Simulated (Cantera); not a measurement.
An isothermal, constant-pressure homogeneous reactor starts with 5.48 % CH4, 94.5 % H2, 0.0576 % N2, at 1750 K and 34.5 Torr.

Computed with Cantera and GRI-Mech 3.0 (53 species, 325 reactions). GRI-Mech 3.0 stops at C3 and has no aromatics, soot or wall deposition, so with more carbon than oxygen in the feed, carbon stays in small species such as C2H2 where larger ones or solid carbon would form. Radical loss at walls, strong at low pressure, is not modelled.

**Question.** Predict: x(CH4) at 10.0 s; x(H2) at 10.0 s; x(C2H2) at 10.0 s; x(HCN) at 10.0 s; x(CH2) at 10.0 s.

**Answer.** 
| Item | Result |
|---|---|
| x(CH4) at 10.0 s | 0.000751 (gas-phase equilibrium 0.000592) |
| x(H2) at 10.0 s | 0.972 (gas-phase equilibrium 0.972) |
| x(C2H2) at 10.0 s | 0.0256 (gas-phase equilibrium 0.0252) |
| x(HCN) at 10.0 s | 4.14e-9 (gas-phase equilibrium 0.000909) |
| x(CH2) at 10.0 s | 2.01e-8 (gas-phase equilibrium 1.58e-8) |
